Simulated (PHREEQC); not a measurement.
Make-up at 50 °C: 140 mmol/kgw CsOH, 0.014 mmol/kgw CO2 and 8 mmol/kgw (CH3)4NCl. Closed to the air; pH follows from the charge balance.

Equilibrium calculation in PHREEQC: ion-association model, wateq4f.dat.

Precipitation was switched off in this run.

Q: Predict the pH.

A: pH 12.28.

(CH3)4N+ isn't in the database: it is added as a free cation with an ion size of 4 Å. Away from 25 °C the constants follow the database's enthalpies or fits; those with neither stay at their 25 °C values.
